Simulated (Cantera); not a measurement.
What does this Cantera script print?

```python
import numpy as np
import cantera as ct

gas = ct.Solution("gri30.yaml")


def delay(T, t_max=10):
    gas.TPX = T, 540000, {'CH4': 1, 'C2H6': 0.04, 'C3H8': 0.42, 'O2': 3.03, 'N2': 18.8}
    reactor = ct.IdealGasReactor(gas, clone=False)
    net = ct.ReactorNet([reactor])
    net.rtol, net.atol = 1e-8, 1e-16
    while net.time < t_max:
        t_old, T_old = net.time, reactor.T
        net.step()
        if reactor.T > T + 400:  # ignition: a rise of 400 K
            return t_old + (T + 400 - T_old) / (reactor.T - T_old) * (net.time - t_old)
    return np.nan


taus = []
for T in [1025, 1100, 1175, 1250, 1325, 1400, 1475, 1550, 1625]:
    taus.append(delay(T))
    print(f"T0 = {T:6g} K   tau = {taus[-1]:.4e} s")
```

Output:

```
T0 =   1025 K   tau = 8.0062e-02 s
T0 =   1100 K   tau = 2.2453e-02 s
T0 =   1175 K   tau = 5.9447e-03 s
T0 =   1250 K   tau = 1.6281e-03 s
T0 =   1325 K   tau = 4.9759e-04 s
T0 =   1400 K   tau = 1.7583e-04 s
T0 =   1475 K   tau = 7.2169e-05 s
T0 =   1550 K   tau = 3.4044e-05 s
T0 =   1625 K   tau = 1.8144e-05 s
```

Detailed kinetics in Cantera: GRI-Mech 3.0 (53 species, 325 reactions). GRI-Mech 3.0 was tuned for natural gas; its chemistry of propane as a main component is partial and can be far from experiment.
